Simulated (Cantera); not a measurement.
Charge: 1 mol CO₂, 0.38 mol SO₂, 8.7 mol N₂, held at 998.15 K and 23.0 mbar.

Method: chemical equilibrium by Gibbs-energy minimisation in Cantera with the NASA 1993 tables (ideal gas, pure condensed phases). Candidate condensed phases: C, S; 35 gas species. The numbers say what is thermodynamically allowed, not how fast it happens.

Base state: N₂ 0.863, CO₂ 0.0992, SO₂ 0.0377 (mole fractions); condensed: gas only.

Q: What changes in the equilibrium state with this change: temperature from 998.15 K to 3050 K?

A: 
```csv
species,before,after
N₂,0.863,0.760
O,<1e-9,0.0949
CO,6.30e-7,0.0846
CO₂,0.0992,0.00347
S,<1e-9,0.0147
O₂,3.52e-9,0.0115
NO,4.15e-9,0.0117
SO,7.51e-9,0.0153
SO₂,0.0377,0.00328
N,<1e-9,0.000110
S₂,<1e-9,5.86e-5
SN,<1e-9,1.26e-5
```
